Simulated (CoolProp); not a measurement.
The fluid at 298.15 K and 0.25 MPa (gas) is heated at constant pressure to 369.3 K. The same conditions are run with several fluids, on thermodynamics alone (safety and materials aside).

Computed with CoolProp (reference Helmholtz-energy equation of state of each fluid (vinyl chloride: Thol 2022; ethylene: Smukala 2000; R1132(E): Akasaka 2024; carbon dioxide: Span 1996; nitrous oxide: Lemmon 2006)).

```csv
fluid,heat (kJ/kg),final density (kg/m³)
vinyl chloride,68.1,5.21
ethylene,119,2.30
R1132(E),72.7,5.29
carbon dioxide,63.4,3.60
nitrous oxide,65.6,3.61
```
